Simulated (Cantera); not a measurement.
Input (Python, Cantera) and output of one run.

```python
import numpy as np
import cantera as ct

gas_names = """
    Fe FeO Fe(OH)2 H HO2 H2 H2O H2O2 O OH O2 O3
""".split()
cond_names = """
    Fe(a) Fe(c) Fe(d) Fe(L) FeO(s) FeO(L) Fe(OH)2(s) Fe(OH)3(s) Fe2O3(s) Fe3O4(s) H2O(s) H2O(L)
""".split()


def load(file, names, dense=False):
    # The tables refer to 1 bar. Condensed volumes are neglected.
    table = {s.name: s for s in ct.Species.list_from_file(file)}
    out = []
    for n in names:
        d = dict(table[n].input_data)
        d["thermo"] = dict(d["thermo"], **{"reference-pressure": 1e5})
        if dense:
            d["equation-of-state"] = {"model": "constant-volume", "density": "1e6 g/cm^3"}
        out.append(ct.Species.from_dict(d))
    return out


gas = ct.Solution(thermo="ideal-gas", species=load("nasa_gas.yaml", gas_names))
cond = {s.name: ct.Solution(thermo="fixed-stoichiometry", species=[s], name=s.name)
        for s in load("nasa_condensed.yaml", cond_names, dense=True)}
atoms = {
    'Fe2O3': {'Fe': 2, 'O': 3},
    'H2': {'H': 2},
    'H2O': {'H': 2, 'O': 1},
}
top_T = {'Fe2O3(s)': 1830, 'Fe3O4(s)': 1870}  # K; cautious upper limits of use, not melting points


def equilibrate(T, P, feed):
    n = {}
    for name, mol in feed.items():
        for a, k in atoms[name].items():
            n[a] = n.get(a, 0.0) + k * mol
    gas.TPX = T, P, n
    mass = sum(n.values()) * gas.mean_molecular_weight
    gas.equilibrate("TP")
    valid = [c for c in cond.values() if c.min_temp <= T <= top_T.get(c.name, c.max_temp)]
    mix = ct.Mixture([(gas, mass / gas.mean_molecular_weight)] + [(c, 0.0) for c in valid])
    mix.T, mix.P = T, P
    mix.equilibrate("TP", solver="vcs", rtol=1e-11, max_steps=5000)
    return mix


results = []
T = 2173  # K
P = 101325  # Pa
for m in [5, 9.1, 17, 30, 55, 100, 180, 340, 610, 1100, 2000]:
    feed = {'Fe2O3': 1, 'H2': m, 'H2O': 0.42}  # mol
    mix = equilibrate(T, P, feed)
    results.append((T, P, feed, dict(zip(mix.species_names, mix.species_moles))))
    x = sorted(zip(gas.X, gas.species_names), reverse=True)
    print(f"T = {T:g} K  P = {P:g} Pa  n(H2) = {m:g} mol  gas = {mix.phase_moles(0):.4g} mol")
    print("   x: " + "  ".join(f"{s} {v:.3e}" for v, s in x if v > 1e-06))
    print("   condensed (mol): " + ("  ".join(f"{mix.phase(i).name} {mix.phase_moles(i):.4g}"
          for i in range(1, mix.n_phases) if mix.phase_moles(i) > 1e-12) or "none"))
```

Output:

```
T = 2173 K  P = 101325 Pa  n(H2) = 5 mol  gas = 5.443 mol
   x: H2 6.715e-01  H2O 3.219e-01  H 3.928e-03  Fe 2.131e-03  Fe(OH)2 2.582e-04  OH 2.521e-04  FeO 2.983e-05  O 1.034e-06
   condensed (mol): Fe(L) 0.3232  FeO(L) 1.664
T = 2173 K  P = 101325 Pa  n(H2) = 9.1 mol  gas = 9.561 mol
   x: H2 6.715e-01  H2O 3.219e-01  H 3.928e-03  Fe 2.131e-03  Fe(OH)2 2.582e-04  OH 2.521e-04  FeO 2.983e-05  O 1.034e-06
   condensed (mol): Fe(L) 1.642  FeO(L) 0.335
T = 2173 K  P = 101325 Pa  n(H2) = 17 mol  gas = 17.5 mol
   x: H2 7.982e-01  H2O 1.952e-01  H 4.283e-03  Fe 2.131e-03  OH 1.402e-04  Fe(OH)2 7.985e-05  FeO 1.522e-05
   condensed (mol): Fe(L) 1.961
T = 2173 K  P = 101325 Pa  n(H2) = 30 mol  gas = 30.56 mol
   x: H2 8.815e-01  H2O 1.118e-01  H 4.501e-03  Fe 2.131e-03  OH 7.643e-05  Fe(OH)2 2.373e-05  FeO 7.893e-06
   condensed (mol): Fe(L) 1.934
T = 2173 K  P = 101325 Pa  n(H2) = 55 mol  gas = 55.67 mol
   x: H2 9.318e-01  H2O 6.138e-02  H 4.628e-03  Fe 2.131e-03  OH 4.081e-05  Fe(OH)2 6.766e-06  FeO 4.099e-06
   condensed (mol): Fe(L) 1.881
T = 2173 K  P = 101325 Pa  n(H2) = 100 mol  gas = 100.9 mol
   x: H2 9.593e-01  H2O 3.388e-02  H 4.695e-03  Fe 2.131e-03  OH 2.220e-05  FeO 2.198e-06  Fe(OH)2 2.002e-06
   condensed (mol): Fe(L) 1.785
T = 2173 K  P = 101325 Pa  n(H2) = 180 mol  gas = 181.2 mol
   x: H2 9.743e-01  H2O 1.886e-02  H 4.732e-03  Fe 2.131e-03  OH 1.226e-05  FeO 1.204e-06
   condensed (mol): Fe(L) 1.613
T = 2173 K  P = 101325 Pa  n(H2) = 340 mol  gas = 342 mol
   x: H2 9.831e-01  H2O 9.994e-03  H 4.753e-03  Fe 2.131e-03  OH 6.469e-06
   condensed (mol): Fe(L) 1.271
T = 2173 K  P = 101325 Pa  n(H2) = 610 mol  gas = 613.2 mol
   x: H2 9.875e-01  H2O 5.573e-03  H 4.764e-03  Fe 2.131e-03  OH 3.600e-06
   condensed (mol): Fe(L) 0.6928
T = 2173 K  P = 101325 Pa  n(H2) = 1100 mol  gas = 1105 mol
   x: H2 9.903e-01  H 4.771e-03  H2O 3.093e-03  Fe 1.810e-03  OH 1.995e-06
   condensed (mol): none
T = 2173 K  P = 101325 Pa  n(H2) = 2000 mol  gas = 2007 mol
   x: H2 9.925e-01  H 4.776e-03  H2O 1.703e-03  Fe 9.964e-04  OH 1.097e-06
   condensed (mol): none
```

Cantera equilibrium calculation (NASA polynomials, part measured and part estimated; ideal gas, pure solids and liquids). Each liquid is taken as pure. Mutual solubility and eutectic melting of coexisting phases are not modelled. The tables' stoichiometric FeO is somewhat more stable than real wüstite, so its field is too wide. FeO: taken at fixed stoichiometry.
